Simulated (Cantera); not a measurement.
Input: 1 mol C, 69 mol H₂, 4.1 mol N₂, at 500 K and 13.3 mbar.

Method: chemical equilibrium by Gibbs-energy minimisation in Cantera with the NASA 1993 tables (ideal gas, pure condensed phases). Candidate condensed phases: C, C₆H₆, C₇H₈, C₈H₁₈; 92 gas species. Kinetics and transport are ignored.

Base state: H₂ 0.929, N₂ 0.0565, CH₄ 0.0139, NH₃ 0.000900 (mole fractions); condensed: gas only.

What changes in the equilibrium state with this change: temperature from 500 K to 1973.15 K?


```csv
species,before,after
H₂,0.929,0.931
N₂,0.0565,0.0542
H,<1e-9,0.0113
CH₄,0.0139,5.27e-6
HCN,<1e-9,0.00298
C₂H₂ (acetylene),<1e-9,0.000597
HNC,<1e-9,0.000161
NH₃,0.000900,5.86e-8
"C(graphite), mol",0,0.681
```
